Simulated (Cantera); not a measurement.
A closed system holds: 1 mol Al(CH3)3, 2.4 mol N2, 32 mol H2, equilibrated at 1973.15 K.

Cantera equilibrium calculation (NASA polynomials, part measured and part estimated; ideal gas, pure solids and liquids). Candidate condensed phases: Al, AlN, C, C6H6, C7H8, C8H18; 97 gas species. The feed counts by its element totals alone. Rates play no part.

Question: Which condensed phases are stable at each of these points (P (Pa)): 10, 46, 220, 1000, 4600, 22000, 100000?

Answer: 
| P (Pa) | condensed phases | Al condensed (%) |
|---|---|---|
| 10 | C(graphite) | 0.0 |
| 46 | C(graphite) | 0.0 |
| 220 | C(graphite) | 0.0 |
| 1000 | C(graphite) | 0.0 |
| 4600 | AlN(s) + C(graphite) | 77.2 |
| 22000 | AlN(s) + C(graphite) | 97.6 |
| 100000 | AlN(s) + C(graphite) | 99.7 |

From 10.0 Pa to 10.0 mbar the condensed part is C(graphite). From 46.0 mbar to 1.00 bar the condensed part is AlN(s) + C(graphite).
